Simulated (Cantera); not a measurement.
An adiabatic, constant-volume homogeneous reactor starts with CH4 : C2H6 : O2 : N2 = 1 : 0.043 : 3.77 : 18.5 (molar parts), at 1200 K and 0.681 atm.

Model: GRI-Mech 3.0 (53 species, 325 reactions), integrated in Cantera.

Q: Predict: time of steepest temperature rise; temperature at 7.00 s; equilibrium temperature; x(O2) at 7.00 s; x(HO2) at 7.00 s.

A: 
```
Quantity                                                             Value
---------------------------------  ---------------------------------------
time of steepest temperature rise                                  19.0 ms
temperature at 7.00 s                                               2348 K
equilibrium temperature                                             2348 K
x(O2) at 7.00 s                      0.0639 (gas-phase equilibrium 0.0639)
x(HO2) at 7.00 s                   3.88e-6 (gas-phase equilibrium 3.88e-6)
```
